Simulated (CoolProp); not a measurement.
Vapour-liquid equilibrium of R134a (1) + R124 (2) at -61.65 °C; x and y are mole fractions of (1).

Computed with CoolProp (multi-fluid Helmholtz-energy mixture model, Tillner-Roth 1994 and de Vries 1995; pair parameters Bell 2016).

| x | bubble pressure, mixture model (kPa) | bubble pressure, Raoult's law (kPa) | y, mixture model | y, Raoult's law |
|---|---|---|---|---|
| 0.05 | 7.502 | 7.320 | 0.118 | 0.097 |
| 0.125 | 8.275 | 7.869 | 0.261 | 0.227 |
| 0.2 | 8.994 | 8.418 | 0.375 | 0.339 |
| 0.275 | 9.661 | 8.967 | 0.468 | 0.438 |
| 0.35 | 10.28 | 9.516 | 0.547 | 0.525 |
| 0.425 | 10.86 | 10.06 | 0.614 | 0.603 |
| 0.5 | 11.40 | 10.61 | 0.674 | 0.672 |
| 0.575 | 11.90 | 11.16 | 0.729 | 0.735 |
| 0.65 | 12.37 | 11.71 | 0.779 | 0.792 |
| 0.725 | 12.82 | 12.26 | 0.827 | 0.844 |
| 0.8 | 13.24 | 12.81 | 0.874 | 0.891 |
| 0.875 | 13.64 | 13.36 | 0.920 | 0.935 |
| 0.95 | 14.03 | 13.91 | 0.967 | 0.975 |

The largest gap from Raoult's law is +8.0 % in bubble pressure, at x = 0.35. No azeotrope shows between x = 0.05 and 0.95.

The pair parameters rest on a limited set of measurements; away from them the model extrapolates.
